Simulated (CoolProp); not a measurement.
2000 sccm (0 °C, 1 atm) of nitrogen bubbles through liquid octamethyltrisiloxane (MDM) at 337.9 K and leaves saturated at a total pressure of 0.0824 MPa (ideal gas phase). Each further row changes one setting.

Values from CoolProp's reference Helmholtz-energy equation of state, Thol 2017.

| case | vapour pressure (kPa) | mole fraction of vapour | delivery (mg/min) | delivery (sccm) | change of delivery for a bath 1 K warmer (%) |
|---|---|---|---|---|---|
| as stated | 4.59 | 0.0557 | 1240 | 118 | 5.1 |
| bath temperature 342.9 K | 5.79 | 0.0703 | 1590 | 151 | 5.0 |
| total pressure 0.165 MPa | 4.59 | 0.0278 | 604 | 57.2 | 5.0 |
